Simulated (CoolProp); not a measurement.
The numbers come from the reference Helmholtz-energy equation of state, Lemmon 2006 in CoolProp. It is a short technical equation, of lower accuracy than the large ones.

Problem. For nitrous oxide, give the phase and the density (kg/m³), Joule-Thomson coefficient (K/MPa), isothermal compressibility (1/MPa), expansivity (1/kK) at 350 K and 45.3 bar; 350 K and 67.9 bar; 350 K and 249 bar.

Solution. 
- 350 K and 45.3 bar: gas; density 81.3, Joule-Thomson coefficient 7.56, isothermal compressibility 0.266, expansivity 4.95
- 350 K and 67.9 bar: gas; density 136, Joule-Thomson coefficient 7.37, isothermal compressibility 0.203, expansivity 7.03
- 350 K and 249 bar: supercritical; density 717, Joule-Thomson coefficient 0.784, isothermal compressibility 0.0159, expansivity 6.23
